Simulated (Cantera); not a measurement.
**Equilibrium for abatement and gas-phase synthesis: N2O + O2 + H2 + SO2**

Feed: 1 mol N2O, 0.25 mol O2, 1.6 mol H2, 0.0062 mol SO2, at 1.05 Torr.

Method: chemical equilibrium by Gibbs-energy minimisation in Cantera with the NASA 1993 tables (ideal gas, pure condensed phases). Candidate condensed phases: H2O, H2SO4, S; 35 gas species. Rates play no part.

From 1548 K to 2098 K nothing is condensed.

```
T (K)  x H2O   x N2    x H2       x H      x OH      x O2       x O
-----  -----  -----  ------  --------  --------  --------  --------
1548   0.575  0.384  0.0383  0.000161   8.08e-5   2.00e-6   2.89e-7
1598   0.575  0.384  0.0383  0.000278  0.000163   6.77e-6   9.85e-7
1648   0.575  0.384  0.0383  0.000466  0.000314   2.12e-5   3.12e-6
1698   0.574  0.383  0.0384  0.000757  0.000583   6.20e-5   9.21e-6
1748   0.573  0.383  0.0386   0.00120   0.00104  0.000168   2.54e-5
1798   0.571  0.383  0.0392   0.00186   0.00178  0.000424   6.57e-5
1848   0.568  0.382  0.0405   0.00285   0.00294  0.000973  0.000158
1898   0.562  0.381  0.0429   0.00433   0.00464   0.00201  0.000351
1948   0.553  0.379  0.0468   0.00653   0.00699   0.00371  0.000723
1998   0.541  0.376  0.0523   0.00981    0.0101   0.00616   0.00138
2048   0.524  0.373  0.0594    0.0146    0.0140   0.00938   0.00248
2098   0.502  0.368  0.0680    0.0214    0.0188    0.0133   0.00423
```
x: gas mole fraction; nothing condenses.
